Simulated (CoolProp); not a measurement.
Values from CoolProp's reference Helmholtz-energy equation of state, Zhou 2014.

Task: For cyclohexane, give the phase and the density (kg/m³), cv (kJ/(kg K)), speed of sound (m/s), Joule-Thomson coefficient (K/MPa) at 57.65 °C and 4.27 MPa.

Result: 
- 57.65 °C and 4.27 MPa: liquid; density 747, cv 1.50, speed of sound 1130, Joule-Thomson coefficient -0.387
